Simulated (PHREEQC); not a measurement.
Solution (11 °C): 0.18 mol/kgw CuCl2 and 4.7e-05 mol/kgw NaCl. Closed to the air; pH follows from the charge balance.

All values are PHREEQC results (ion-association model, wateq4f.dat), not measurements.

```yaml
pH: 4.32
ionic_strength: 0.500 mol/kgw
activity_of_water: 0.991
```

```
species     molality  activity   log γ
----------  --------  --------  ------
Cl-            0.340     0.221  -0.188
Cu+2           0.161    0.0412  -0.592
CuCl+         0.0182    0.0119  -0.183
CuCl2        0.00107   0.00120   0.050
H+           6.27e-5   4.82e-5  -0.115
Na+          4.70e-5   3.36e-5  -0.146
Cu2(OH)2+2   2.46e-5   7.30e-6  -0.527
CuOH+        1.29e-5   8.47e-6  -0.183
CuCl3-       1.11e-6   7.26e-7  -0.183
Cu(OH)2      3.25e-7   3.64e-7   0.050
CuCl4-2      2.58e-9  5.71e-10  -0.655
```

Precipitation was switched off in this run. Examples of supersaturated solids here: Atacamite. Others may be too. At this temperature some constants are extrapolated from 25 °C, and those without enthalpy data are left unchanged.
